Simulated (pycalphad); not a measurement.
CALPHAD calculation (pycalphad, COST 507 light-alloy database (1999)), 1 atm. The data set is of 1999 and partly superseded. Kinetics are ignored, which matters at the lower temperatures.

## Si-39.75Ti (at.%): equilibrium cooling sequence

```json
[
 {"T (°C)": "1578.5", "phases above": "liquid", "phases below": "liquid + SI4TI5"},
 {"T (°C)": "1570 ± 1", "phases above": "liquid + SI4TI5", "phases below": "liquid + SITI"},
 {"T (°C)": "1474.2", "phases above": "liquid + SITI", "phases below": "SI2TI + SITI"}
]
```

Changes were sought between steps of 40 K, so a narrower field can be missed.

Database names, with the compositions (at.%) that they take in these runs: SITI: Si 50 Ti 50; SI2TI: Si 67 Ti 33.
